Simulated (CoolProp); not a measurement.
Aqueous potassium acetate as a coolant, 24 % by mass, freezing at -15.1 °C, 1 atm.

The numbers come from the Melinder's fits for secondary coolants in CoolProp.

| T (°C) | density (kg/m³) | conductivity (W/(m K)) | Prandtl number | viscosity (mPa s) |
|---|---|---|---|---|
| -11.1 | 1134 | 0.476 | 35.9 | 5.12 |
| -6 | 1132 | 0.483 | 28.9 | 4.16 |
| -0.9 | 1131 | 0.490 | 23.6 | 3.45 |
| 4.2 | 1129 | 0.497 | 19.7 | 2.91 |
| 9.3 | 1127 | 0.504 | 16.7 | 2.49 |
| 14.4 | 1126 | 0.511 | 14.3 | 2.16 |
| 19.5 | 1124 | 0.518 | 12.4 | 1.90 |
| 24.6 | 1122 | 0.525 | 10.9 | 1.68 |
| 29.7 | 1119 | 0.532 | 9.66 | 1.51 |
| 34.8 | 1117 | 0.539 | 8.61 | 1.36 |
| 39.9 | 1115 | 0.546 | 7.72 | 1.23 |
